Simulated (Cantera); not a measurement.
A perfectly stirred reactor is fed with C2H6 : O2 : N2 : H2O = 1 : 1.94 : 7.31 : 1.6 (molar parts), equivalence ratio 1.8, at 490000 Pa; it is adiabatic with a 575 K inlet, and is followed from long to short residence time, starting on the burning branch (τ in s: 0.25, 0.094, 0.036, 0.013, 0.0051, 0.0019, 0.00072, 0.00027, 0.0001, 3.9e-05, 1.5e-05).

Computed with Cantera and GRI-Mech 3.0 (53 species, 325 reactions).

What does this change do: N2 7.31 to 9.5 parts?


```csv
quantity,before,after
"blow-out, bracketed by the residence times tried","burning at 0.720 ms, out at 0.270 ms","burning at 0.720 ms, out at 0.270 ms"
x(C2H6) at τ = 0.250 s,3.75e-6,1.41e-5
x(O2) at τ = 0.250 s,0.000133,0.000363
x(H2O) at τ = 0.250 s,0.219,0.198
x(CH3) at τ = 0.250 s,6.77e-5,6.17e-5
x(CH4) at τ = 0.250 s,0.00503,0.00876
x(C2H6) at τ = 1.90 ms,0.000247,0.000669
x(O2) at τ = 1.90 ms,0.00566,0.00907
x(H2O) at τ = 1.90 ms,0.243,0.207
x(CH3) at τ = 1.90 ms,0.000484,0.000264
x(CH4) at τ = 1.90 ms,0.00968,0.00836
```
